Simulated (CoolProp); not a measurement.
Computed with CoolProp (reference Helmholtz-energy equation of state, Tillner-Roth 1997).

**Question.** For CH2F2 (R32), give the phase and the cp (kJ/(kg K)) at 219.2 K and 101 kPa; 260.2 K and 101 kPa; 321.7 K and 101 kPa.

**Answer.** 
- 219.2 K and 101 kPa: liquid; cp 1.58
- 260.2 K and 101 kPa: gas; cp 0.819
- 321.7 K and 101 kPa: gas; cp 0.876
